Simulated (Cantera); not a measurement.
**Pyrogenic steam for wet oxidation**

An isothermal, constant-pressure homogeneous reactor starts with H2 : O2 : N2 = 0.39 : 1 : 19 (molar parts), equivalence ratio 0.20, at 1075 K and 0.370 bar.

Model: the H2/O2 subset of GRI-Mech 3.0, which has no nitrogen chemistry, integrated in Cantera.

```
t (s)         x H2    x O2      x OH       x H     x H2O     x HO2       x O
--------  --------  ------  --------  --------  --------  --------  --------
1.00e-5     0.0191  0.0490  1.02e-12  1.59e-11    <1e-12  1.73e-11  1.27e-12
3.88e-5     0.0191  0.0490  8.65e-12  6.33e-11  1.71e-11  7.05e-11  1.52e-11
0.000151    0.0191  0.0490  1.08e-10  5.79e-10  6.70e-10  3.68e-10  2.34e-10
0.000584    0.0191  0.0490   7.59e-8   3.94e-7   6.63e-7   1.01e-7   1.69e-7
0.00227   0.000631  0.0399  0.000265  0.000406    0.0183   7.03e-6  0.000470
0.00879    3.86e-5  0.0399   2.98e-5   1.78e-6    0.0193   1.55e-6   1.65e-5
0.0341     3.44e-6  0.0399   9.37e-6   4.96e-8    0.0193   2.20e-7   1.46e-6
0.132      1.74e-7  0.0399   3.40e-6   1.83e-9    0.0193   2.49e-8   1.73e-7
0.514      9.38e-9  0.0399   1.41e-6  1.20e-10    0.0193   3.97e-9   2.98e-8
1.99       1.59e-9  0.0399   6.63e-7  1.26e-11    0.0193  9.18e-10   6.68e-9
7.73      3.83e-10  0.0399   3.34e-7  1.65e-12    0.0193  3.34e-10   1.70e-9
30.0      1.39e-10  0.0399   1.93e-7    <1e-12    0.0193  2.71e-10  5.75e-10
```
x: mole fraction; the columns are a selection and need not sum to one.

Equilibrium at this temperature and pressure: H2 1.12e-10, O2 0.0399, OH 1.68e-7, H <1e-12, H2O 0.0193, HO2 2.80e-10, O 4.33e-10 (gas phase only).
